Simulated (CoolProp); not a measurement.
R1336mzz(Z) along the isobar 1.01 bar: Z from the reference equation and from simpler models built on Tc = 171.3 °C, pc = 29.04 bar, ω = 0.386; each cubic takes its own stable root.

Computed with CoolProp (reference Helmholtz-energy equation of state, McLinden 2020).

```tsv
T (°C)	phase	reference
-78.35	liquid	0.006353
-47.95	liquid	0.005741
-17.65	liquid	0.005303
12.75	liquid	0.004992
43.15	gas	0.9543
73.55	gas	0.9683
103.95	gas	0.9770
134.35	gas	0.9828
164.75	gas	0.9868
195.15	gas	0.9897
225.55	gas	0.9919
```

Task: How far does each simpler model (Redlich-Kwong, Soave-Redlich-Kwong, Peng-Robinson) lie from the reference over these 11 states: mean and median of the absolute difference, and the worst?

Result: 
- Redlich-Kwong: mean 1742.9 %, median 0.8 %, worst +19098.7 % at 12.75 °C and 1.01 bar
- Soave-Redlich-Kwong: mean 7.0 %, median 0.4 %, worst +20.5 % at -78.35 °C and 1.01 bar
- Peng-Robinson: mean 2.1 %, median 0.2 %, worst +7.4 % at -78.35 °C and 1.01 bar

At some of these states Redlich-Kwong gives the other phase, because its saturation line lies elsewhere.
